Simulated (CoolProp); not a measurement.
CF4 (R14) along the isotherm 136 K: density (kg/m³) from the reference equation and from simpler models built on Tc = 227.4 K, pc = 37.62 bar, ω = 0.178; each cubic takes its own stable root.

Values from CoolProp's reference Helmholtz-energy equation of state, Platzer 1990. This equation is an older, rougher fit; its heat capacities, sound speeds and derivatives of the liquid may be far off and weren't checked against measurements.

| p (bar) | phase | reference |
|---|---|---|
| 23.5 | liquid | 1658 |
| 47 | liquid | 1665 |
| 70.5 | liquid | 1672 |
| 94.1 | liquid | 1679 |
| 118 | liquid | 1685 |
| 141 | liquid | 1691 |
| 165 | liquid | 1697 |
| 188 | liquid | 1703 |

Task: How far does each simpler model (van der Waals, Peng-Robinson) lie from the reference over these 8 states: mean and median of the absolute difference, and the worst?

Result: 
- van der Waals: mean 32.5 %, median 32.4 %, worst -34.0 % at 136 K and 23.5 bar
- Peng-Robinson: mean 11.0 %, median 11.0 %, worst +11.0 % at 136 K and 188 bar
